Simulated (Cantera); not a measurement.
A perfectly stirred reactor is fed with H₂ : O₂ : N₂ = 1 : 0.685 : 2.58 (molar parts), equivalence ratio 0.73, at 1580 Torr; it is adiabatic with a 573 K inlet, and is followed from long to short residence time, starting on the burning branch (τ in s: 0.095, 0.043, 0.02, 0.0089, 0.004, 0.0018, 0.00083, 0.00038, 0.00017, 7.8e-05, 3.5e-05, 1.6e-05, 7.3e-06).

Model: GRI-Mech 3.0 (53 species, 325 reactions), integrated in Cantera. The hydrogen kinetics of GRI-Mech 3.0 are dated; newer H2 mechanisms differ, most at raised pressure.

What does this change do: N2 2.58 to 3.5 parts?


```tsv
quantity	before	after
blow-out, bracketed by the residence times tried	burning at 7.30 µs, the shortest tried	burning at 16.0 µs, out at 7.30 µs
x(H₂) at τ = 95.0 ms	0.00148	0.000346
x(O₂) at τ = 95.0 ms	0.0462	0.0390
x(O) at τ = 95.0 ms	0.000624	0.000137
x(NO) at τ = 95.0 ms	0.00346	0.000190
x(H) at τ = 95.0 ms	0.000224	3.15e-5
x(H₂) at τ = 0.830 ms	0.00573	0.00448
x(O₂) at τ = 0.830 ms	0.0481	0.0394
x(O) at τ = 0.830 ms	0.00235	0.00169
x(NO) at τ = 0.830 ms	0.000155	3.16e-5
x(H) at τ = 0.830 ms	0.00171	0.00146
```

What does this change do: N2 2.58 to 1.8 parts?


| quantity | before | after |
|---|---|---|
| blow-out, bracketed by the residence times tried | burning at 7.30 µs, the shortest tried | burning at 7.30 µs, the shortest tried |
| x(H₂) at τ = 95.0 ms | 0.00148 | 0.00629 |
| x(O₂) at τ = 95.0 ms | 0.0462 | 0.0545 |
| x(O) at τ = 95.0 ms | 0.000624 | 0.00264 |
| x(NO) at τ = 95.0 ms | 0.00346 | 0.00996 |
| x(H) at τ = 95.0 ms | 0.000224 | 0.00154 |
| x(H₂) at τ = 0.830 ms | 0.00573 | 0.00910 |
| x(O₂) at τ = 0.830 ms | 0.0481 | 0.0588 |
| x(O) at τ = 0.830 ms | 0.00235 | 0.00401 |
| x(NO) at τ = 0.830 ms | 0.000155 | 0.00121 |
| x(H) at τ = 0.830 ms | 0.00171 | 0.00278 |
